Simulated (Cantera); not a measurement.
Feed: 1 mol Si, 2 mol HF, 3.6 mol H2, held at 1198.15 K and 10.0 Torr.

Equilibrium computed with Cantera from the NASA thermochemical tables; the gas is ideal and each condensed phase is pure. Candidate condensed phases: Si; 25 gas species. The tables' values for SiF3, SiF2 are old estimates; treat these amounts as uncertain. The numbers say what is thermodynamically allowed, not how fast it happens.

Base state: H2 0.899, SiF4 0.0905, SiHF3 0.00615, SiF3 0.00357, HF 0.000426, SiH2F2 0.000206, SiF2 0.000155 (mole fractions); condensed: Si(s).

### Question
What changes in the equilibrium state with this change: HF from 2 to 12 mol?

### Answer
```csv
species,before,after
HF,0.000426,0.548
H2,0.899,0.384
SiF4,0.0905,0.0685
SiH2F2,0.000206,<1e-9
SiF2,0.000155,<1e-9
SiHF3,0.00615,1.54e-6
SiF3,0.00357,1.37e-6
"Si(s), mol",0.487,0
```
